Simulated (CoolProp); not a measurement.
Vapour-liquid equilibrium of R125 (1) + R227EA (2) at 307.1 K; x and y are mole fractions of (1).

Values from CoolProp's multi-fluid Helmholtz-energy mixture model, Lemmon 2005 and Lemmon 2016; pair parameters Bell 2016.

Give the bubble pressure and the first vapour's composition at x = 0.2, 0.35, 0.5. Is there an azeotrope?

x = 0.2: 0.7930 MPa, y = 0.363; x = 0.35: 0.9518 MPa, y = 0.546; x = 0.5: 1.117 MPa, y = 0.686. No azeotrope shows between x = 0.05 and 0.95.

Pair parameters are fitted to limited data, so mixtures are less certain than the pure fluids.
